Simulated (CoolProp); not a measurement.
Model: reference Helmholtz-energy equation of state, Thol 2018, in CoolProp.

Give the vapour pressure (MPa), liquid density (kg/m³), vapour density (kg/m³), enthalpy of vaporisation (kJ/kg) of saturated hydrogen chloride at 197, 213.2, 261.7 K.


| T (K) | p (MPa) | liquid density (kg/m³) | vapour density (kg/m³) | enthalpy of vaporisation (kJ/kg) |
|---|---|---|---|---|
| 197 | 0.163 | 1160 | 3.79 | 434 |
| 213.2 | 0.350 | 1120 | 7.72 | 415 |
| 261.7 | 1.90 | 971 | 40.0 | 337 |
